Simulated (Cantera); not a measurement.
Feed: 1 mol Si2Cl6, a varied amount of H2, equilibrated at 875 K and 13300 Pa.

Points: n(H2) (mol) = 7.2, 12, 20, 35, 58, 98, 170, 280, 470, 800.

Cantera's Mixture.equilibrate('TP', solver="vcs", rtol=1e-11, max_steps=5000) on the NASA tables stopped like this:

```
ERROR: FAILURE its = 5001!

*******************************************************************************
CanteraError thrown by MultiPhase::equilibrate:
VCS solver failed. Return code: -1
*******************************************************************************
```

Problem. What got this run through?

Solution. Several could match; the one computed here: The failure is numerical, not chemical. The same input converged with solver="gibbs", rtol=1e-10, max_steps=50000, and the result passed a check of the equilibrium conditions:
```
log10 of partial pressures in bar; condensed amounts in mol
     n(H2)        H2     SiCL4    SiHCL3       HCL   SiH2CL2    Si(cr)
       7.2    -0.967    -1.730    -2.245    -3.111    -3.800    0.4145
        12    -0.933    -1.938    -2.384    -3.146    -3.870    0.4062
        20    -0.911    -2.159    -2.539    -3.190    -3.959    0.3998
        35    -0.897    -2.412    -2.722    -3.246    -4.071     0.396
        58    -0.889    -2.649    -2.896    -3.302    -4.181    0.3974
        98    -0.884    -2.902    -3.083    -3.362    -4.303    0.4062
       170    -0.880    -3.177    -3.288    -3.430    -4.437    0.4277
       280    -0.879    -3.436    -3.481    -3.493    -4.565    0.4632
       470    -0.877    -3.717    -3.692    -3.563    -4.705    0.5231
       800    -0.877    -4.025    -3.922    -3.640    -4.858    0.6183
```

The gas is ideal and each condensed phase is pure. The feed counts by its element totals alone. The tables' values for SiCl3 are old estimates; treat these amounts as uncertain.
